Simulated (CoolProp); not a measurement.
Chloromethane (R40) at several states: fugacity coefficient from the reference equation and from simpler models built on Tc = 145.5 °C, pc = 69.29 bar, ω = 0.150; each cubic takes its own stable root.

Values from CoolProp's reference Helmholtz-energy equation of state, Thol 2014.

```csv
T (°C),p (bar),phase,reference,van der Waals,Redlich-Kwong,Soave-Redlich-Kwong,Peng-Robinson
189.75,203,supercritical,0.4374,0.4622,0.4513,0.4688,0.4378
163.35,39,gas,0.8268,0.8504,0.8353,0.8374,0.8208
54.65,2.1,gas,0.9747,0.9840,0.9795,0.9787,0.9773
```
